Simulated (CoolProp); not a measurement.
A single-stage vapour-compression cycle with hydrogen chloride: evaporating at 212.15 K (dew point), condensing at 237.15 K (bubble point), superheat 5 K, subcooling 0 K, compressor efficiency 0.75, no pressure losses. Each further row changes one setting.

Model: reference Helmholtz-energy equation of state, Thol 2018, in CoolProp.

```tsv
case	cooling COP	pressure ratio	discharge temperature (K)	refrigerating effect (kJ/kg)	volumetric capacity (kJ/m³)
as stated	5.46	2.64	304.3	378	2710
evaporating temperature 217.15 K	7.17	2.13	288.9	380	3330
condensing temperature 232.15 K	7.01	2.21	286.5	386	2770
subcooling 5 K	5.59	2.64	304.3	386	2770
superheat 15 K	5.30	2.64	319.3	387	2630
compressor efficiency 0.65	4.73	2.64	316.3	378	2710
```
